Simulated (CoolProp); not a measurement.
Vapour-liquid equilibrium of R152A (1) + n-pentane (2) at 1.72 bar; x and y are mole fractions of (1).

Computed with CoolProp (multi-fluid Helmholtz-energy mixture model, Outcalt 1996 and Thol 2019; pair parameters Bell 2016).

Give the bubble temperature and the first vapour's composition at x = 0.05, 0.2, 0.35. Is there an azeotrope?

x = 0.05: 301.4 K, y = 0.556; x = 0.2: 274.4 K, y = 0.863; x = 0.35: 268.1 K, y = 0.904. No azeotrope shows between x = 0.05 and 0.95.

The pair parameters rest on a limited set of measurements; away from them the model extrapolates. With so large a gap from Raoult's law the liquid may split in two, which this calculation doesn't test in full.
